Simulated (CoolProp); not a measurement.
R1224YDZ along the isotherm 282.3 K: Z from the reference equation and from simpler models built on Tc = 428.7 K, pc = 3.334 MPa, ω = 0.325; each cubic takes its own stable root.

Values from CoolProp's reference Helmholtz-energy equation of state, Akasaka 2023.

```csv
p (MPa),phase,reference
1.39,liquid,0.06252
2.78,liquid,0.1247
4.17,liquid,0.1865
5.56,liquid,0.2480
6.95,liquid,0.3091
8.34,liquid,0.3700
9.72,liquid,0.4302
11.1,liquid,0.4901
12.5,liquid,0.5505
13.9,liquid,0.6108
15.3,liquid,0.6708
16.7,liquid,0.7305
```

Problem. How far does each simpler model (van der Waals, Redlich-Kwong, Peng-Robinson) lie from the reference over these 12 states: mean and median of the absolute difference, and the worst?

Solution. 
- van der Waals: mean 64.0 %, median 63.4 %, worst +69.9 % at 282.3 K and 1.39 MPa
- Redlich-Kwong: mean 14.7 %, median 14.5 %, worst +16.6 % at 282.3 K and 1.39 MPa
- Peng-Robinson: mean 1.7 %, median 1.7 %, worst -1.9 % at 282.3 K and 16.7 MPa
